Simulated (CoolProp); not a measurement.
A closed Brayton cycle with carbon dioxide: compressor inlet 330.15 K and 8.4 MPa, high pressure 23.4 MPa, turbine inlet 815 K, compressor efficiency 0.8, turbine efficiency 0.9, recuperator effectiveness 0.95 (on enthalpy, no pinch check). Each further row changes one setting.

The numbers come from the reference Helmholtz-energy equation of state, Span 1996 in CoolProp.

```
case                           thermal efficiency (%)  net work (kJ/kg)  compressor to turbine work  compressor exit (K)  turbine exit (K)
-----------------------------  ----------------------  ----------------  --------------------------  -------------------  ----------------
as stated                                           ?              72.5                        0.45                420.9             693.6
turbine inlet 765 K                                 ?              63.2                        0.49                420.9                 ?
compressor inlet 340.15 K                           ?                 ?                        0.50                436.7             693.6
high pressure 19.9 MPa                           32.9                 ?                        0.43                    ?             712.3
recuperator effectiveness 0.5                    20.1              72.5                        0.45                420.9             693.6
```

Q: What belongs in the gaps?

A: 
- as stated, thermal efficiency (%): 33.0
- turbine inlet 765 K, thermal efficiency (%): 30.4
- turbine inlet 765 K, turbine exit (K): 648.0
- compressor inlet 340.15 K, thermal efficiency (%): 31.3
- compressor inlet 340.15 K, net work (kJ/kg): 66.0
- high pressure 19.9 MPa, net work (kJ/kg): 64.2
- high pressure 19.9 MPa, compressor exit (K): 406.0
